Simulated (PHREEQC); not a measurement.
Make-up at 61 °C: 76 mmol/kgw HCl, 75 mmol/kgw AlCl3 and 6.7 mmol/kgw MnSO4. Closed to the air; pH follows from the charge balance.

The numbers come from PHREEQC with the ion-association model, phreeqc.dat.

Precipitation was switched off in this run.

Order these S species by the share of S that they hold, largest first: AlHSO4+2, MnSO4, HSO4-, SO4-2, AlSO4+.

AlSO4+ (61 %), HSO4- (28 %), SO4-2 (8.4 %), AlHSO4+2 (1.2 %), MnSO4 (0.53 %)

Order these Al species by the share of Al that they hold, largest first: AlHSO4+2, AlSO4+, Al+3.

Al+3 (94 %), AlSO4+ (5.5 %), AlHSO4+2 (0.10 %)

The pH is 1.25 and the ionic strength 0.521 mol/kgw. Complexes and solids missing from the database can't appear. Constants without temperature data keep their 25 °C values here.
